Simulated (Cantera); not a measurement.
**Equilibrium for metals in furnace atmospheres: Cu + CO2 + H2 + NH3**

Feed: 1 mol Cu, a varied amount of CO2, 160 mol H2, 1.7 mol NH3, held at 1402 °C and 0.000370 bar.

These are equilibrium values from Cantera (NASA tables, ideal gas, pure condensed phases), not measurements of a reactor. Candidate condensed phases: C, C6H6, C7H8, C8H18, Cu, CuO, Cu(OH)2, Cu2O, H2O; 139 gas species. Kinetics and transport are ignored.

```tsv
n(CO2) (mol)	x H2	x CO	x H2O	x Cu	x H	x N2	x CO2	x OH
0.31	0.979	0.00188	0.00187	0.00605	0.00597	0.00515	1.08e-6	5.53e-7
0.41	0.978	0.00248	0.00248	0.00605	0.00597	0.00514	1.89e-6	7.32e-7
0.55	0.976	0.00332	0.00332	0.00604	0.00596	0.00514	3.41e-6	9.81e-7
0.74	0.974	0.00446	0.00446	0.00604	0.00596	0.00513	6.16e-6	1.32e-6
0.99	0.971	0.00596	0.00596	0.00603	0.00595	0.00512	1.10e-5	1.76e-6
1.3	0.967	0.00780	0.00780	0.00602	0.00594	0.00511	1.90e-5	2.32e-6
1.8	0.961	0.0108	0.0108	0.00600	0.00592	0.00510	3.63e-5	3.20e-6
2.4	0.954	0.0143	0.0143	0.00598	0.00590	0.00508	6.44e-5	4.27e-6
3.2	0.945	0.0189	0.0189	0.00595	0.00587	0.00506	0.000114	5.68e-6
4.3	0.933	0.0252	0.0252	0.00591	0.00583	0.00502	0.000205	7.62e-6
5.8	0.916	0.0336	0.0336	0.00586	0.00578	0.00498	0.000372	1.02e-5
7.7	0.895	0.0440	0.0439	0.00579	0.00571	0.00492	0.000651	1.36e-5
```
x: gas mole fraction; nothing condenses.

From 0.31 mol CO2 to 7.7 mol CO2 nothing is condensed. The main Cu-bearing gas is Cu throughout.
